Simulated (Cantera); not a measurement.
What does this Cantera script print?

```python
import numpy as np
import cantera as ct

gas = ct.Solution("gri30.yaml")
gas.TPX = 1625, 1000000, {'C3H8': 1, 'O2': 8.33, 'N2': 39.2}
reactor = ct.IdealGasConstPressureReactor(gas, energy="on", clone=False)
net = ct.ReactorNet([reactor])
net.rtol, net.atol = 1e-08, 1e-16
show = ['C3H8', 'O2', 'H2', 'N2O', 'CO2', 'CH2', 'HCO']
times = np.geomspace(4e-06, 0.1, 10)

steps = ct.SolutionArray(gas, extra=["t"])
rows = []
print(f"{'t/s':>10s}{'T/K':>9s}{'P/Pa':>11s}" + "".join(f"{s:>11s}" for s in show))
for t in times:
    while net.time < t:
        t_next = net.step()
        steps.append(gas.state, t=t_next)
    rows.append([np.interp(t, steps.t, y) for y in (steps.T, steps.P, *steps(*show).X.T)])
    print(f"{t:10.3e}{rows[-1][0]:9.1f}{rows[-1][1]:11.4g}" + "".join(f"{x:11.3e}" for x in rows[-1][2:]))
rate = np.gradient(steps.T, steps.t)
print("integrator steps:", len(steps.t))
if steps.T.max() > steps.T[0] + 200:
    print(f"time of steepest temperature rise: {steps.t[rate.argmax()]:.4e} s")
gas.TPX = 1625, 1000000, {'C3H8': 1, 'O2': 8.33, 'N2': 39.2}
gas.equilibrate("HP")
print(f"equilibrium (HP): T = {gas.T:.1f} K  " + "  ".join(f"{s} {gas[s].X[0]:.3e}" for s in show))
```

It prints:

```
       t/s      T/K       P/Pa       C3H8         O2         H2        N2O        CO2        CH2        HCO
 4.000e-06   1634.0      1e+06  1.094e-02  1.641e-01  3.130e-03  1.290e-08  1.367e-04  1.653e-06  6.519e-06
 1.232e-05   2436.0      1e+06  7.553e-41  7.015e-02  2.891e-03  2.503e-06  4.265e-02  9.225e-14  4.325e-08
 3.796e-05   2601.2      1e+06 -3.432e-40  6.671e-02  9.599e-04  2.480e-06  5.544e-02  5.548e-17  2.337e-09
 1.170e-04   2604.9      1e+06  5.962e-46  6.627e-02  9.055e-04  2.426e-06  5.589e-02  3.590e-17  1.991e-09
 3.603e-04   2601.7      1e+06  3.128e-47  6.539e-02  8.994e-04  2.417e-06  5.593e-02  3.450e-17  1.951e-09
 1.110e-03   2594.3      1e+06  2.045e-48  6.334e-02  8.852e-04  2.415e-06  5.602e-02  3.132e-17  1.861e-09
 3.420e-03   2584.6      1e+06  1.740e-48  6.069e-02  8.674e-04  2.447e-06  5.613e-02  2.748e-17  1.750e-09
 1.054e-02   2581.6      1e+06  1.655e-48  5.988e-02  8.620e-04  2.464e-06  5.617e-02  2.637e-17  1.718e-09
 3.246e-02   2581.6      1e+06  1.654e-48  5.987e-02  8.620e-04  2.465e-06  5.617e-02  2.636e-17  1.718e-09
 1.000e-01   2581.6      1e+06  1.654e-48  5.987e-02  8.620e-04  2.465e-06  5.617e-02  2.636e-17  1.718e-09
integrator steps: 1580
time of steepest temperature rise: 7.3510e-06 s
equilibrium (HP): T = 2581.6 K  C3H8 2.927e-48  O2 5.987e-02  H2 8.620e-04  N2O 2.465e-06  CO2 5.617e-02  CH2 3.892e-17  HCO 1.718e-09
```

Detailed kinetics in Cantera: GRI-Mech 3.0 (53 species, 325 reactions). GRI-Mech 3.0 was tuned for natural gas; its chemistry of propane as a main component is partial and can be far from experiment.
